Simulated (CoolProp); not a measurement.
Vapour-liquid equilibrium of methanol (1) + water (2) at 403.2 K; x and y are mole fractions of (1).

Computed with CoolProp (multi-fluid Helmholtz-energy mixture model, de Reuck 1993 and Wagner 2002; pair parameters Bell 2016).

```
x      bubble pressure (MPa)  y at the bubble point  dew pressure at overall composition x (MPa)  liquid density (mol/L)
-----  ---------------------  ---------------------  -------------------------------------------  ----------------------
0.05                  0.3133                  0.170                                       0.2820                   49.14
0.125                 0.3707                  0.342                                       0.3009                   45.39
0.2                   0.4230                    [?]                                       0.3222                   42.05
0.275                 0.4711                  0.554                                       0.3463                   39.05
0.35                  0.5158                  0.625                                          [?]                     [?]
0.425                 0.5577                  0.684                                       0.4052                     [?]
0.5                   0.5975                  0.735                                       0.4416                   31.70
0.575                    [?]                  0.781                                       0.4838                   29.68
0.65                  0.6727                  0.823                                       0.5328                   27.84
0.725                 0.7092                  0.862                                       0.5890                   26.15
0.8                   0.7454                  0.900                                       0.6524                   24.60
0.875                 0.7817                  0.937                                       0.7216                   23.18
0.95                  0.8183                  0.975                                       0.7941                   21.87
```

**Question.** Complete the blanks.

**Answer.** 
- 0.2, y at the bubble point: 0.463
- 0.35, dew pressure at overall composition x (MPa): 0.3738
- 0.35, liquid density (mol/L): 36.35
- 0.425, liquid density (mol/L): 33.91
- 0.575, bubble pressure (MPa): 0.6356

No azeotrope shows between x = 0.05 and 0.95.

The pair parameters rest on a limited set of measurements; away from them the model extrapolates.
